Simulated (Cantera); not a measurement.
Feed: 1 mol MgCl₂, 0.074 mol O₂, 0.36 mol H₂, equilibrated at 677 °C.

Method: chemical equilibrium by Gibbs-energy minimisation in Cantera with the NASA 1993 tables (ideal gas, pure condensed phases). Candidate condensed phases: H₂O, Mg, MgCl₂, MgO, Mg(OH)₂; 22 gas species. Kinetics and transport are ignored.

Question: What share of the Mg ends up in condensed phases as a function of P (Pa), at 0.100, 0.560, 3.20, 18, 100, 560, 3200, 18000, 100000?

Answer: 
```
P (Pa)  Mg condensed (%)                 as
------  ----------------  -----------------
0.100               14.8             MgO(s)
0.560               14.8             MgO(s)
3.20                14.8             MgO(s)
18                  82.7  MgCl₂(s) + MgO(s)
100                 97.6  MgCl₂(s) + MgO(s)
560                 99.6  MgCl₂(s) + MgO(s)
3200                99.9  MgCl₂(s) + MgO(s)
18000              100.0  MgCl₂(s) + MgO(s)
100000             100.0  MgCl₂(s) + MgO(s)
```
